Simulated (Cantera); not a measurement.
## SiH₄ + N₂ (silicon nitride deposition)

Input: 1 mol SiH₄, a varied amount of N₂, at 0.00133 bar.

Cantera equilibrium calculation (NASA polynomials, part measured and part estimated; ideal gas, pure solids and liquids). Candidate condensed phases: Si, Si₃N₄; 18 gas species. N₂ is the only nitrogen source here; it is nearly inert below about 1500 K, so the nitride shown seldom forms there in practice. Mutual solubility and eutectic melting of coexisting phases are not modelled. Equilibrium is a limit: real reactors are often held back by kinetics, nucleation or transport.

Q: Map the stable condensed phases over T = 1075, 1175, 1275, 1375, 1475, 1575, 1675, 1775, 1875, 1975, 2075 K and n(N₂) in mol = 0.94, 1.8, 3.3, 6.2, 12, 22, 41, 77.

A: 
```
T in K \ n(N₂) in mol
         0.94  1.8  3.3  6.2   12   22   41   77
   2075     A    A    A    A    B    B    B    B
   1975     A    A    A    A    A    A    B    B
   1875     A    A    A    A    A    A    A    A
   1775     A    A    A    A    A    A    A    A
   1675     A    A    A    A    C    C    C    C
   1575     D    C    C    C    C    C    C    C
   1475     C    C    C    C    C    C    C    C
   1375     C    C    C    C    C    C    C    C
   1275     C    C    C    C    C    C    C    C
   1175     C    C    C    C    C    C    C    C
   1075     C    C    C    C    C    C    C    C
```
A: Si; B: gas only; C: Si₃N₄; D: Si + Si₃N₄.
